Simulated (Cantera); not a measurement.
## Thermodynamics of abatement and gas-phase synthesis, feed CS2 + SO2 + H2

Feed: 1 mol CS2, a varied amount of SO2, 0.13 mol H2, at 3100 K and 0.100 bar.

Equilibrium computed with Cantera from the NASA thermochemical tables; the gas is ideal and each condensed phase is pure. Candidate condensed phases: C, C6H6, C7H8, C8H18, H2O, H2SO4, S; 123 gas species. Equilibrium is a limit: real reactors are often held back by kinetics, nucleation or transport.

```json
[
 {"n(SO2) (mol)": "0.1", "x S": "0.345", "x CS": "0.344", "x CO": "0.0894", "x S2": "0.105", "x H": "0.0770", "x SO": "1.95e-6", "x CS2": "0.0133", "x H2": "0.0131", "x SH": "0.0127"},
 {"n(SO2) (mol)": "0.12", "x S": "0.351", "x CS": "0.320", "x CO": "0.105", "x S2": "0.109", "x H": "0.0756", "x SO": "2.56e-6", "x CS2": "0.0126", "x H2": "0.0127", "x SH": "0.0127"},
 {"n(SO2) (mol)": "0.15", "x S": "0.361", "x CS": "0.286", "x CO": "0.127", "x S2": "0.116", "x H": "0.0736", "x SO": "3.67e-6", "x CS2": "0.0116", "x H2": "0.0120", "x SH": "0.0127"},
 {"n(SO2) (mol)": "0.18", "x S": "0.370", "x CS": "0.254", "x CO": "0.149", "x S2": "0.121", "x H": "0.0717", "x SO": "5.06e-6", "x CS2": "0.0105", "x H2": "0.0114", "x SH": "0.0127"},
 {"n(SO2) (mol)": "0.21", "x S": "0.378", "x CS": "0.223", "x CO": "0.169", "x S2": "0.127", "x H": "0.0699", "x SO": "6.82e-6", "x CS2": "0.00949", "x H2": "0.0108", "x SH": "0.0126"},
 {"n(SO2) (mol)": "0.25", "x S": "0.389", "x CS": "0.185", "x CO": "0.193", "x S2": "0.134", "x H": "0.0676", "x SO": "9.95e-6", "x CS2": "0.00810", "x H2": "0.0101", "x SH": "0.0126"},
 {"n(SO2) (mol)": "0.3", "x S": "0.400", "x CS": "0.142", "x CO": "0.222", "x S2": "0.142", "x H": "0.0650", "x SO": "1.59e-5", "x CS2": "0.00638", "x H2": "0.00935", "x SH": "0.0125"},
 {"n(SO2) (mol)": "0.35", "x S": "0.411", "x CS": "0.102", "x CO": "0.249", "x S2": "0.150", "x H": "0.0626", "x SO": "2.60e-5", "x CS2": "0.00471", "x H2": "0.00866", "x SH": "0.0123"},
 {"n(SO2) (mol)": "0.42", "x S": "0.425", "x CS": "0.0514", "x CO": "0.282", "x S2": "0.160", "x H": "0.0595", "x SO": "6.25e-5", "x CS2": "0.00245", "x H2": "0.00782", "x SH": "0.0121"},
 {"n(SO2) (mol)": "0.5", "x S": "0.437", "x CS": "0.00201", "x CO": "0.314", "x S2": "0.169", "x H": "0.0563", "x SO": "0.00188", "x CS2": "9.88e-5", "x H2": "0.00702", "x SH": "0.0118"},
 {"n(SO2) (mol)": "0.59", "x S": "0.418", "x CS": "7.12e-5", "x CO": "0.302", "x S2": "0.155", "x H": "0.0540", "x SO": "0.0468", "x CS2": "3.34e-6", "x H2": "0.00646", "x SH": "0.0108"}
]
```
x: gas mole fraction; nothing condenses.

From 0.1 mol SO2 to 0.59 mol SO2 nothing is condensed. The main C-bearing gas is CS at 0.1 mol SO2 and CO at 0.59 mol SO2.
